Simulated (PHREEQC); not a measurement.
Consider water at 85 °C with 0.0011 mol/kgw H2SeO4, 0.15 mol/kgw NaHCO3, 0.002 mol/kgw NaCl and 0.047 mol/kgw CsOH. Closed to the air; pH follows from the charge balance.

The numbers come from PHREEQC with the ion-association model, wateq4f.dat.

Problem. The ionic strength comes out as 0.163 mol/kgw. What activity coefficients do OH-, Cs+, NaCO3-, CO3-2, Cl- get?

Solution. OH- 0.70, Cs+ 0.73, NaCO3- 0.73, CO3-2 0.29, Cl- 0.70.

This is a speciation only: nothing precipitates in the calculation. Species that the database lacks are ignored. Away from 25 °C the constants follow the database's enthalpies or fits; those with neither stay at their 25 °C values.
